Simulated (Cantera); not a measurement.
Feed: 1 mol SiCl4, 0.12 mol C2H2, 280 mol H2, at 75.0 Torr.

These are equilibrium values from Cantera (NASA tables, ideal gas, pure condensed phases), not measurements of a reactor. Candidate condensed phases: C, C6H6, C7H8, C8H18, Si, SiC; 109 gas species. Mutual solubility and eutectic melting of coexisting phases are not modelled. Gases not in the tables: Si2H6 and higher silanes. Equilibrium is a limit: real reactors are often held back by kinetics, nucleation or transport.

**Question.** Which condensed phases are stable at each of these points (T (°C)): 1027, 1102, 1177, 1252, 1327, 1402, 1477?

**Answer.** 
| T (°C) | condensed phases | Si condensed (%) |
|---|---|---|
| 1027 | Si(s) + SiC(s) | 85.3 |
| 1102 | Si(s) + SiC(s) | 85.1 |
| 1177 | Si(s) + SiC(s) | 84.5 |
| 1252 | Si(s) + SiC(s) | 83.8 |
| 1327 | Si(s) + SiC(s) | 83.0 |
| 1402 | Si(s) + SiC(s) | 82.0 |
| 1477 | Si(l) + SiC(s) | 82.4 |

From 1027 °C to 1402 °C the condensed part is Si(s) + SiC(s). At 1477 °C the condensed part is Si(l) + SiC(s).
